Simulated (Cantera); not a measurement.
Cantera run, input and output.

```python
import numpy as np
import cantera as ct

gas = ct.Solution("gri30.yaml")


def delay(T, t_max=10):
    gas.TPX = T, 100000, {'C3H8': 1, 'O2': 3.12, 'N2': 11.8}
    reactor = ct.IdealGasReactor(gas, clone=False)
    net = ct.ReactorNet([reactor])
    net.rtol, net.atol = 1e-8, 1e-16
    while net.time < t_max:
        t_old, T_old = net.time, reactor.T
        net.step()
        if reactor.T > T + 400:  # ignition: a rise of 400 K
            return t_old + (T + 400 - T_old) / (reactor.T - T_old) * (net.time - t_old)
    return np.nan


taus = []
for T in [1150, 1225, 1300, 1375, 1450, 1525]:
    taus.append(delay(T))
    print(f"T0 = {T:6g} K   tau = {taus[-1]:.4e} s")
```

Result:

```
T0 =   1150 K   tau = 1.7153e-02 s
T0 =   1225 K   tau = 3.5854e-03 s
T0 =   1300 K   tau = 9.3298e-04 s
T0 =   1375 K   tau = 3.0434e-04 s
T0 =   1450 K   tau = 1.2220e-04 s
T0 =   1525 K   tau = 5.8662e-05 s
```

Model: GRI-Mech 3.0 (53 species, 325 reactions), integrated in Cantera. GRI-Mech 3.0 was tuned for natural gas; its chemistry of propane as a main component is partial and can be far from experiment.
